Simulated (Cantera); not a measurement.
# Pyrogenic steam for wet oxidation

An isothermal, constant-pressure homogeneous reactor starts with 7.83 % H2, 4.61 % O2, 87.6 % N2, equivalence ratio 0.85, at 1223 K and 0.138 atm.

Detailed kinetics in Cantera: the H2/O2 subset of GRI-Mech 3.0, which has no nitrogen chemistry. The temperature is held fixed by assumption; the heat of reaction is taken as removed at once.

```csv
t (s),x H2,x O2,x H,x HO2,x H2O,x O
2.00e-6,0.0783,0.0461,1.06e-10,1.07e-10,<1e-12,1.30e-12
9.28e-6,0.0783,0.0461,4.87e-10,4.96e-10,1.63e-11,2.38e-11
4.31e-5,0.0783,0.0461,2.82e-9,2.31e-9,8.72e-10,3.34e-10
0.000200,0.0783,0.0461,8.72e-8,1.21e-8,9.07e-8,1.28e-8
0.000928,0.0398,0.0303,0.0220,2.17e-6,0.0268,0.00334
0.00431,0.00698,0.0124,0.0137,1.18e-6,0.0658,0.00249
0.0200,0.00185,0.00811,0.00126,7.73e-7,0.0786,0.000363
0.0928,0.000136,0.00722,2.23e-5,3.36e-7,0.0813,2.25e-5
0.431,7.28e-6,0.00719,2.84e-7,3.35e-8,0.0815,1.22e-6
2.00,7.48e-7,0.00719,9.78e-9,3.75e-9,0.0815,1.32e-7
9.28,1.32e-7,0.00719,7.40e-10,9.61e-10,0.0815,2.36e-8
43.1,5.46e-8,0.00719,1.97e-10,7.59e-10,0.0815,9.60e-9
200,5.25e-8,0.00719,1.85e-10,7.58e-10,0.0815,9.22e-9
```
x: mole fraction; the columns are a selection and need not sum to one.

Equilibrium at this temperature and pressure: H2 5.25e-8, O2 0.00719, H 1.85e-10, HO2 7.58e-10, H2O 0.0815, O 9.22e-9 (gas phase only).
